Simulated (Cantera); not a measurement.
Feed: 1 mol Si, 1 mol N2O, 700 mol H2, held at 1225 °C and 1.00 bar.

Cantera equilibrium calculation (NASA polynomials, part measured and part estimated; ideal gas, pure solids and liquids). Candidate condensed phases: H2O, Si, SiO2, Si2N2O, Si3N4; 35 gas species. Mutual solubility and eutectic melting of coexisting phases are not modelled. The tables hold silica as quartz up to 1696 K and as liquid above; real silica turns to tridymite and cristobalite and melts near 1996 K. Rates play no part.

What is the equilibrium state?


```
Quantity                              Value
--------------------------------  ---------
x(H2)                                 0.999
x(N2)                              0.000933
x(H2O)                              7.49e-5
x(SiO)                              2.17e-5
x(H)                                1.72e-5
x(NH3)                              1.90e-6
n(SiO2(β-quartz))                 0.293 mol
n(Si2N2O(s))                      0.346 mol
gas amount                        700.7 mol
log10 activity of Si(s) (absent)      -2.73
```
